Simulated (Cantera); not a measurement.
Charge: 1 mol HMDSO, 0.079 mol O₃, 81 mol N₂, equilibrated at 823 K and 5.80 Pa.

Equilibrium computed with Cantera from the NASA thermochemical tables; the gas is ideal and each condensed phase is pure. Candidate condensed phases: C, C₆H₆, C₇H₈, C₈H₁₈, H₂O, Si, SiC, SiO₂, Si₂N₂O, Si₃N₄; 151 gas species. The feed counts by its element totals alone. N₂ is the only nitrogen source here; it is nearly inert below about 1500 K, so the nitride shown seldom forms there in practice. Equilibrium is a limit: real reactors are often held back by kinetics, nucleation or transport.

What is the equilibrium state?


```json
{
 "x(N₂)": "0.897",
 "x(H₂)": "0.101",
 "x(CO)": "0.00241",
 "n(C(graphite))": "5.79 mol",
 "n(SiO₂(α-quartz))": "0.0148 mol",
 "n(Si₂N₂O(s))": "0.993 mol",
 "gas_amount": "89.22 mol",
 "log10 activity of Si(s) (absent)": "-11.18"
}
```
